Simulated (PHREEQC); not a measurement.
A solution holds 0.021 mol/kgw KCl, 0.00042 mol/kgw BaCl2 and 0.00027 mol/kgw MgCl2, at 25 °C. Closed to the air; pH follows from the charge balance.

Model: ion-association model, phreeqc.dat, run in PHREEQC.

Each row changes one thing in this solution. This is a speciation only: nothing precipitates in the calculation.

```json
[
 {"case": "as made", "MgOH+ (mol/kgw)": "6.17e-9", "BaOH+ (mol/kgw)": "8.70e-11"},
 {"case": "KCl left out", "MgOH+ (mol/kgw)": "[?]", "BaOH+ (mol/kgw)": "1.17e-10"},
 {"case": "MgCl2 from 0.00027 to 0.00135 mol/kgw", "MgOH+ (mol/kgw)": "[?]", "BaOH+ (mol/kgw)": "7.74e-11"},
 {"case": "KCl replaced by (CH3)4NCl at the same molality", "MgOH+ (mol/kgw)": "6.17e-9", "BaOH+ (mol/kgw)": "8.70e-11"},
 {"case": "BaCl2 from 0.00042 to 8.4e-05 mol/kgw", "MgOH+ (mol/kgw)": "[?]", "BaOH+ (mol/kgw)": "[?]"},
 {"case": "BaCl2 from 0.00042 to 0.0021 mol/kgw", "MgOH+ (mol/kgw)": "5.96e-9", "BaOH+ (mol/kgw)": "[?]"}
]
```

**Question.** Fill in the missing entries.

**Answer.** 
- KCl left out, MgOH+ (mol/kgw): 8.07e-9
- MgCl2 from 0.00027 to 0.00135 mol/kgw, MgOH+ (mol/kgw): 2.75e-8
- BaCl2 from 0.00042 to 8.4e-05 mol/kgw, MgOH+ (mol/kgw): 6.22e-9
- BaCl2 from 0.00042 to 8.4e-05 mol/kgw, BaOH+ (mol/kgw): 1.76e-11
- BaCl2 from 0.00042 to 0.0021 mol/kgw, BaOH+ (mol/kgw): 4.18e-10
